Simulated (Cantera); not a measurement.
What does this Cantera script print?

```python
import numpy as np
import cantera as ct

gas_names = """
    H HO2 H2 H2O H2O2 O OH O2 O3 V VO VO2
""".split()
cond_names = """
    H2O(s) H2O(L) V(cr) V(L) VO(s) VO(L) V2O3(s) V2O3(L) V2O4(I) V2O4(II) V2O4(L) V2O5(s) V2O5(L)
""".split()


def load(file, names, dense=False):
    # The tables refer to 1 bar. Condensed volumes are neglected.
    table = {s.name: s for s in ct.Species.list_from_file(file)}
    out = []
    for n in names:
        d = dict(table[n].input_data)
        d["thermo"] = dict(d["thermo"], **{"reference-pressure": 1e5})
        if dense:
            d["equation-of-state"] = {"model": "constant-volume", "density": "1e6 g/cm^3"}
        out.append(ct.Species.from_dict(d))
    return out


gas = ct.Solution(thermo="ideal-gas", species=load("nasa_gas.yaml", gas_names))
cond = {s.name: ct.Solution(thermo="fixed-stoichiometry", species=[s], name=s.name)
        for s in load("nasa_condensed.yaml", cond_names, dense=True)}
atoms = {
    'V': {'V': 1},
    'H2O': {'H': 2, 'O': 1},
}
top_T = {}  # K; cautious upper limits of use, not melting points


def equilibrate(T, P, feed):
    n = {}
    for name, mol in feed.items():
        for a, k in atoms[name].items():
            n[a] = n.get(a, 0.0) + k * mol
    gas.TPX = T, P, n
    mass = sum(n.values()) * gas.mean_molecular_weight
    gas.equilibrate("TP")
    valid = [c for c in cond.values() if c.min_temp <= T <= top_T.get(c.name, c.max_temp)]
    mix = ct.Mixture([(gas, mass / gas.mean_molecular_weight)] + [(c, 0.0) for c in valid])
    mix.T, mix.P = T, P
    mix.equilibrate("TP", solver="vcs", rtol=1e-11, max_steps=5000)
    return mix


results = []
feed = {'V': 1, 'H2O': 0.045}  # mol
T = 1623.15  # K
P = 450  # Pa
mix = equilibrate(T, P, feed)
results.append((T, P, feed, dict(zip(mix.species_names, mix.species_moles))))
print(gas.report(threshold=0.001))
for i in range(1, mix.n_phases):
    print(f"{mix.phase(i).name:16s} {mix.phase_moles(i):12.5e} mol")
```

Output:

```
       temperature   1623.2 K
          pressure   450 Pa
           density   6.7207e-05 kg/m^3
  mean mol. weight   2.0156 kg/kmol
   phase of matter   gas

                          1 kg             1 kmol
                     ---------------   ---------------
          enthalpy         2.012e+07        4.0552e+07  J
   internal energy        1.3424e+07        2.7057e+07  J
           entropy        1.1234e+05        2.2644e+05  J/K
    Gibbs function       -1.6223e+08       -3.2699e+08  J
 heat capacity c_p             16288             32830  J/K
 heat capacity c_v             12163             24516  J/K

                      mass frac. Y      mole frac. X     chem. pot. / RT
                     ---------------   ---------------   ---------------
                 H         0.0005158         0.0010314            -12.12
                H2           0.99915           0.99893            -24.24
     [  +10 minor]        0.00033566        3.5912e-05

V(cr)             9.55002e-01 mol
VO(s)             4.49984e-02 mol
V2O3(s)           0.00000e+00 mol
V2O4(II)          0.00000e+00 mol
V2O5(L)           0.00000e+00 mol
```

Method: chemical equilibrium by Gibbs-energy minimisation in Cantera with the NASA 1993 tables (ideal gas, pure condensed phases). Mutual solubility and eutectic melting of coexisting phases are not modelled. VO: taken at fixed stoichiometry. Condensed phases not in the tables: N, O or C dissolved in the metal.
